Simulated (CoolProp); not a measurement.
Properties of CHF3 (R23) at several states.

The numbers come from the reference Helmholtz-energy equation of state, Penoncello 2003 in CoolProp.

```json
[
 {"T (°C)": "48.65", "p (MPa)": "0.0208", "phase": "gas", "density (kg/m³)": "0.5449", "cp (kJ/(kg K))": "0.7644", "isothermal compressibility (1/MPa)": "48.14"},
 {"T (°C)": "-80.65", "p (MPa)": "0.263", "phase": "liquid", "density (kg/m³)": "(withheld)", "cp (kJ/(kg K))": "1.239", "isothermal compressibility (1/MPa)": "0.001805"},
 {"T (°C)": "0.95", "p (MPa)": "12.9", "phase": "liquid", "density (kg/m³)": "1146", "cp (kJ/(kg K))": "1.421", "isothermal compressibility (1/MPa)": "(withheld)"},
 {"T (°C)": "179.15", "p (MPa)": "0.0281", "phase": "gas", "density (kg/m³)": "0.5234", "cp (kJ/(kg K))": "(withheld)", "isothermal compressibility (1/MPa)": "35.60"},
 {"T (°C)": "103.95", "p (MPa)": "15.5", "phase": "supercritical", "density (kg/m³)": "565.0", "cp (kJ/(kg K))": "1.666", "isothermal compressibility (1/MPa)": "(withheld)"},
 {"T (°C)": "157.15", "p (MPa)": "0.147", "phase": "gas", "density (kg/m³)": "2.885", "cp (kJ/(kg K))": "0.9124", "isothermal compressibility (1/MPa)": "6.822"}
]
```

Task: Complete the blanks.

Result: 
- -80.65, density (kg/m³): 1441
- 0.95, isothermal compressibility (1/MPa): 0.006477
- 179.15, cp (kJ/(kg K)): 0.9364
- 103.95, isothermal compressibility (1/MPa): 0.06340
